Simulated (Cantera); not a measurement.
Equilibrium for carbothermic reduction: Fe₂O₃ + C + CO

Feed: 1 mol Fe₂O₃, 1.9 mol C, 2.7 mol CO, equilibrated at 0.00380 bar.

Method: chemical equilibrium by Gibbs-energy minimisation in Cantera with the NASA 1993 tables (ideal gas, pure condensed phases). Candidate condensed phases: C, Fe, Fe(CO)₅, FeO, Fe₂O₃, Fe₃O₄; 15 gas species. Mutual solubility and eutectic melting of coexisting phases are not modelled. The tables' stoichiometric FeO is somewhat more stable than real wüstite, so its field is too wide. FeO: taken at fixed stoichiometry. Rates play no part.

At 1123 K the condensed part is Fe(α) + FeO(s). From 1198 K to 1648 K the condensed part is Fe(γ) + FeO(s). From 1723 K to 1798 K the condensed part is Fe(δ) + FeO(l).

| T (K) | x CO | x CO₂ | x Fe | x FeO | x O | x O₂ | n Fe(α) | n FeO(s) | n Fe(γ) | n Fe(δ) | n FeO(l) |
|---|---|---|---|---|---|---|---|---|---|---|---|
| 1123 | 0.821 | 0.179 | 8.20e-10 | <1e-12 | <1e-12 | <1e-12 | 1.72 | 0.278 | 0 | 0 | 0 |
| 1198 | 0.832 | 0.168 | 1.22e-8 | 2.65e-12 | <1e-12 | <1e-12 | 0 | 0.326 | 1.67 | 0 | 0 |
| 1273 | 0.840 | 0.160 | 1.31e-7 | 5.20e-11 | <1e-12 | <1e-12 | 0 | 0.366 | 1.63 | 0 | 0 |
| 1348 | 0.848 | 0.152 | 1.07e-6 | 7.25e-10 | 7.44e-12 | 1.26e-12 | 0 | 0.400 | 1.60 | 0 | 0 |
| 1423 | 0.855 | 0.145 | 7.01e-6 | 7.60e-9 | 8.73e-11 | 1.60e-11 | 0 | 0.431 | 1.57 | 0 | 0 |
| 1498 | 0.861 | 0.139 | 3.78e-5 | 6.25e-8 | 7.99e-10 | 1.56e-10 | 0 | 0.459 | 1.54 | 0 | 0 |
| 1573 | 0.866 | 0.134 | 0.000173 | 4.17e-7 | 5.91e-9 | 1.22e-9 | 0 | 0.484 | 1.52 | 0 | 0 |
| 1648 | 0.870 | 0.129 | 0.000686 | 2.32e-6 | 3.64e-8 | 7.84e-9 | 0 | 0.506 | 1.49 | 0 | 0 |
| 1723 | 0.881 | 0.117 | 0.00240 | 1.03e-5 | 1.77e-7 | 3.70e-8 | 0 | 0 | 0 | 1.43 | 0.561 |
| 1798 | 0.886 | 0.106 | 0.00753 | 3.98e-5 | 7.57e-7 | 1.53e-7 | 0 | 0 | 0 | 1.36 | 0.609 |
x: gas mole fraction; n: condensed amount in mol.
